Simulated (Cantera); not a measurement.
Cantera with NASA thermochemical tables; ideal gases at 1 bar, condensed phases pure. Values are per mole of reaction as written; species without (g) are pure solids or liquids, kept so even where they would boil at 1 bar.

4 BF3(g) + O2(g) + 2 N2O(g) ⇌ 2 B2O2(g) + 4 NF3(g)

```tsv
T (K)	ΔH° (kJ)	ΔS° (J/K)	ΔG° (kJ)	log10 K
300	2940.5	-134.0	2980.7	-518.98
848	2956.8	-103.7	3044.7	-187.54
948	2959.7	-100.4	3054.9	-168.32
1048	2962.6	-97.6	3064.8	-152.75
1148	(withheld)	(withheld)	(withheld)	(withheld)
1248	(withheld)	(withheld)	(withheld)	(withheld)
1348	2970.9	-90.6	3093.0	-119.85
1448	2973.7	-88.6	3102.0	-111.90
1548	(withheld)	(withheld)	(withheld)	(withheld)
1648	2979.2	-85.0	3119.3	-98.87
1748	2982.0	-83.4	3127.8	-93.46
1848	2984.8	-81.8	3136.0	-88.64
```

Problem. Fill in the missing entries.

Solution. 
- 1148, ΔH° (kJ): 2965.3
- 1148, ΔS° (J/K): -95.0
- 1148, ΔG° (kJ): 3074.5
- 1148, log10 K: -139.89
- 1248, ΔH° (kJ): 2968.1
- 1248, ΔS° (J/K): -92.7
- 1248, ΔG° (kJ): 3083.8
- 1248, log10 K: -129.07
- 1548, ΔH° (kJ): 2976.4
- 1548, ΔS° (J/K): -86.8
- 1548, ΔG° (kJ): 3110.7
- 1548, log10 K: -104.97
